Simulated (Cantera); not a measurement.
Mixture: CO : H2 : CH4 : O2 : N2 : H2O = 1 : 0.094 : 0.096 : 1.14 : 4.27 : 0.69 (molar parts), equivalence ratio 0.65, at 500000 Pa, adiabatic and at constant pressure. Ignition delay is the time to a rise of 400 K.

Detailed kinetics in Cantera: GRI-Mech 3.0 (53 species, 325 reactions). Where the delays flatten at high temperature, the 400 K rule measures the pace of heat release, not the induction time.

Task: Predict: delay at 1100 K; delay at 1250 K; delay at 1400 K; delay at 1550 K; delay at 1700 K; apparent activation energy between 1625 and 1775 K.

Result: 
| Property | Value |
|---|---|
| delay at 1100 K | 1.46 ms |
| delay at 1250 K | 0.175 ms |
| delay at 1400 K | 45.8 µs |
| delay at 1550 K | 19.8 µs |
| delay at 1700 K | 11.6 µs |
| apparent activation energy between 1625 and 1775 K | 69 kJ/mol |
